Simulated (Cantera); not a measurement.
A diamond (100) surface in a fixed gas of H2 with x(CH4) = 0.0029, x(H) = 0.00022, x(CH3) = 0.00073, at 1375 K; coverages are run to steady state.

Detailed kinetics in Cantera: the Harris–Goodwin 1993 mechanism for the reconstructed diamond (100) surface.

θ: site fractions in the mechanism's names (c6HH fully hydrogenated, c6H* and c6*H radical sites, c6** diradical, c6HM methylated).

```json
[
 {"P (Pa)": "1000", "growth (µm/h)": "0.0131", "θ c6HH": "0.571", "θ c6H*": "0.0400", "θ c6*H": "0.379", "θ c6**": "0.00921", "θ c6HM": "…"},
 {"P (Pa)": "1500", "growth (µm/h)": "0.0285", "θ c6HH": "0.572", "θ c6H*": "0.0398", "θ c6*H": "0.378", "θ c6**": "0.00913", "θ c6HM": "…"},
 {"P (Pa)": "2200", "growth (µm/h)": "0.0587", "θ c6HH": "0.573", "θ c6H*": "0.0397", "θ c6*H": "0.377", "θ c6**": "0.00905", "θ c6HM": "…"},
 {"P (Pa)": "3300", "growth (µm/h)": "0.124", "θ c6HH": "0.573", "θ c6H*": "0.0396", "θ c6*H": "0.376", "θ c6**": "0.00895", "θ c6HM": "…"},
 {"P (Pa)": "4800", "growth (µm/h)": "0.244", "θ c6HH": "0.573", "θ c6H*": "0.0396", "θ c6*H": "0.376", "θ c6**": "0.00885", "θ c6HM": "…"},
 {"P (Pa)": "7100", "growth (µm/h)": "0.482", "θ c6HH": "0.573", "θ c6H*": "0.0395", "θ c6*H": "0.375", "θ c6**": "0.00874", "θ c6HM": "…"},
 {"P (Pa)": "10000", "growth (µm/h)": "0.854", "θ c6HH": "0.573", "θ c6H*": "0.0395", "θ c6*H": "0.375", "θ c6**": "0.00862", "θ c6HM": "…"},
 {"P (Pa)": "15000", "growth (µm/h)": "1.63", "θ c6HH": "0.573", "θ c6H*": "0.0394", "θ c6*H": "0.374", "θ c6**": "0.00848", "θ c6HM": "…"}
]
```

Problem. Fill in the missing entries.

Solution. 
- 1000, θ c6HM: 3.80e-5
- 1500, θ c6HM: 5.70e-5
- 2200, θ c6HM: 8.39e-5
- 3300, θ c6HM: 0.000126
- 4800, θ c6HM: 0.000185
- 7100, θ c6HM: 0.000276
- 10000, θ c6HM: 0.000392
- 15000, θ c6HM: 0.000594
